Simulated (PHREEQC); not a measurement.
Consider water at 35 °C with 0.0071 mol/kgw HNO3 and 0.21 mol/kgw KCl. Closed to the air; pH follows from the charge balance.

Model: ion-association model, phreeqc.dat, run in PHREEQC.

Problem. The ionic strength comes out as 0.217 mol/kgw. What activity coefficients do NO3-, H+, K+, Cl- get?

Solution. NO3- 0.68, H+ 0.79, K+ 0.70, Cl- 0.70.

No solid was allowed to form. Species that the database lacks are ignored.
